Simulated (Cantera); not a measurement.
A Cantera script and what it prints.

```python
import numpy as np
import cantera as ct

gas_names = """
    H HNO HNO2 HNO3 HO2 H2 H2O H2O2 N NH NH2 NH3 NH2OH NO NO2 NO3 N2 N2H2 N2H4 N2O O OH O2 O3 Si SiH
    SiH2 SiH3 SiH4 SiN SiO SiO2 Si2 Si2N Si3
""".split()
cond_names = """
    H2O(s) H2O(L) Si(cr) Si(L) SiO2(Lqz) SiO2(hqz) SiO2(L) Si2N2O(s) Si3N4(a)
""".split()


def load(file, names, dense=False):
    # The tables refer to 1 bar. Condensed volumes are neglected.
    table = {s.name: s for s in ct.Species.list_from_file(file)}
    out = []
    for n in names:
        d = dict(table[n].input_data)
        d["thermo"] = dict(d["thermo"], **{"reference-pressure": 1e5})
        if dense:
            d["equation-of-state"] = {"model": "constant-volume", "density": "1e6 g/cm^3"}
        out.append(ct.Species.from_dict(d))
    return out


gas = ct.Solution(thermo="ideal-gas", species=load("nasa_gas.yaml", gas_names))
cond = {s.name: ct.Solution(thermo="fixed-stoichiometry", species=[s], name=s.name)
        for s in load("nasa_condensed.yaml", cond_names, dense=True)}
atoms = {
    'Si3N4': {'Si': 3, 'N': 4},
    'N2O': {'N': 2, 'O': 1},
    'H2': {'H': 2},
}
top_T = {'Si2N2O(s)': 2100, 'Si3N4(a)': 2400}  # K; cautious upper limits of use, not melting points


def equilibrate(T, P, feed):
    n = {}
    for name, mol in feed.items():
        for a, k in atoms[name].items():
            n[a] = n.get(a, 0.0) + k * mol
    gas.TPX = T, P, n
    mass = sum(n.values()) * gas.mean_molecular_weight
    gas.equilibrate("TP")
    valid = [c for c in cond.values() if c.min_temp <= T <= top_T.get(c.name, c.max_temp)]
    mix = ct.Mixture([(gas, mass / gas.mean_molecular_weight)] + [(c, 0.0) for c in valid])
    mix.T, mix.P = T, P
    mix.equilibrate("TP", solver="vcs", rtol=1e-11, max_steps=5000)
    return mix


results = []
feed = {'Si3N4': 1, 'N2O': 0.3, 'H2': 48}  # mol
P = 410  # Pa
for T in [973, 1073, 1173, 1273, 1373, 1473, 1573, 1673, 1773, 1873, 1973, 2073, 2173, 2273]:
    mix = equilibrate(T, P, feed)
    results.append((T, P, feed, dict(zip(mix.species_names, mix.species_moles))))
    x = sorted(zip(gas.X, gas.species_names), reverse=True)
    print(f"T = {T:g} K  P = {P:g} Pa  gas = {mix.phase_moles(0):.4g} mol")
    print("   x: " + "  ".join(f"{s} {v:.3e}" for v, s in x if v > 0.0001))
    print("   condensed (mol): " + ("  ".join(f"{mix.phase(i).name} {mix.phase_moles(i):.4g}"
          for i in range(1, mix.n_phases) if mix.phase_moles(i) > 1e-12) or "none"))
```

It prints:

```
T = 973 K  P = 410 Pa  gas = 48.4 mol
   x: H2 9.917e-01  N2 8.264e-03
   condensed (mol): Si2N2O(s) 0.3  Si3N4(a) 0.8
T = 1073 K  P = 410 Pa  gas = 48.4 mol
   x: H2 9.917e-01  N2 8.264e-03
   condensed (mol): Si2N2O(s) 0.3  Si3N4(a) 0.8
T = 1173 K  P = 410 Pa  gas = 48.4 mol
   x: H2 9.917e-01  N2 8.264e-03
   condensed (mol): Si2N2O(s) 0.3  Si3N4(a) 0.8
T = 1273 K  P = 410 Pa  gas = 48.4 mol
   x: H2 9.917e-01  N2 8.264e-03
   condensed (mol): Si2N2O(s) 0.3  Si3N4(a) 0.8
T = 1373 K  P = 410 Pa  gas = 48.4 mol
   x: H2 9.917e-01  N2 8.265e-03
   condensed (mol): Si2N2O(s) 0.2998  Si3N4(a) 0.8001
T = 1473 K  P = 410 Pa  gas = 48.41 mol
   x: H2 9.914e-01  N2 8.298e-03  H 1.967e-04  SiO 1.009e-04
   condensed (mol): Si2N2O(s) 0.2951  Si3N4(a) 0.8016
T = 1573 K  P = 410 Pa  gas = 50.14 mol
   x: H2 9.569e-01  N2 4.115e-02  SiO 1.263e-03  H 6.212e-04
   condensed (mol): Si(cr) 2.462  Si2N2O(s) 0.2367
T = 1673 K  P = 410 Pa  gas = 50.65 mol
   x: H2 9.468e-01  N2 4.541e-02  SiO 5.923e-03  H 1.731e-03  Si 1.019e-04
   condensed (mol): Si(cr) 2.693
T = 1773 K  P = 410 Pa  gas = 50.74 mol
   x: H2 9.438e-01  N2 4.533e-02  SiO 5.913e-03  H 4.316e-03  Si 5.196e-04
   condensed (mol): Si(L) 2.669
T = 1873 K  P = 410 Pa  gas = 50.96 mol
   x: H2 9.369e-01  N2 4.512e-02  H 9.756e-03  SiO 5.887e-03  Si 2.151e-03  SiH 1.242e-04
   condensed (mol): Si(L) 2.577
T = 1973 K  P = 410 Pa  gas = 51.53 mol
   x: H2 9.211e-01  N2 4.460e-02  H 2.022e-02  Si 7.696e-03  SiO 5.822e-03  SiH 3.421e-04
   condensed (mol): Si(L) 2.266
T = 2073 K  P = 410 Pa  gas = 52.96 mol
   x: H2 8.865e-01  N2 4.335e-02  H 3.867e-02  Si 2.431e-02  SiO 5.665e-03  SiH 8.429e-04  Si2 2.985e-04  SiH2 1.405e-04
   condensed (mol): Si(L) 1.306
T = 2173 K  P = 410 Pa  gas = 55.11 mol
   x: H2 8.357e-01  H 6.889e-02  Si 4.619e-02  N2 4.164e-02  SiO 5.443e-03  SiH 1.262e-03  Si2 4.693e-04  SiH2 1.468e-04  SiN 1.075e-04
   condensed (mol): none
T = 2273 K  P = 410 Pa  gas = 56.55 mol
   x: H2 7.900e-01  H 1.166e-01  Si 4.605e-02  N2 4.062e-02  SiO 5.305e-03  SiH 1.011e-03  Si2 2.186e-04
   condensed (mol): none
```

Method: chemical equilibrium by Gibbs-energy minimisation in Cantera with the NASA 1993 tables (ideal gas, pure condensed phases). Mutual solubility and eutectic melting of coexisting phases are not modelled. The tables' values for SiN are old estimates; treat these amounts as uncertain. Gases not in the tables: Si2H6 and higher silanes.
